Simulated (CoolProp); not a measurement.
Vapour-liquid equilibrium of acetone (1) + methanol (2) at 0.000392 MPa; x and y are mole fractions of (1).

Values from CoolProp's multi-fluid Helmholtz-energy mixture model, Lemmon 2006 and de Reuck 1993; pair parameters Bell 2016.

Give the bubble temperature and the first vapour's composition at x = 0.5, 0.65, 0.8. Is there an azeotrope?

x = 0.5: -45.0 °C, y = 0.781; x = 0.65: -46.0 °C, y = 0.832; x = 0.8: -46.8 °C, y = 0.889. No azeotrope shows between x = 0.05 and 0.95.

Pair parameters are fitted to limited data, so mixtures are less certain than the pure fluids.
